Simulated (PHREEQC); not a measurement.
Solution (33 °C): 0.0039 mol KNO3 per kg of water. Closed to the air; pH follows from the charge balance.

Computed with PHREEQC (ion-association model, phreeqc.dat).

```json
[
 {"quantity": "pH", "before": "6.87", "after": "7.36"},
 {"quantity": "ionic strength (mol/kgw)", "before": "0.00390", "after": "0.00390"}
]
```

Question: Name the change that produced these shifts.
A) 0.00017 mol/kgw Zn(NO3)2 added
B) KNO3 from 0.0039 to 0.00078 mol/kgw
C) temperature from 33 to 5 °C
D) KNO3 from 0.0039 to 0.00351 mol/kgw
E) KNO3 replaced by KH2PO4 at the same molality

Answer: C, temperature from 33 to 5 °C

This is a speciation only: nothing precipitates in the calculation. At this temperature some constants are extrapolated from 25 °C, and those without enthalpy data are left unchanged.
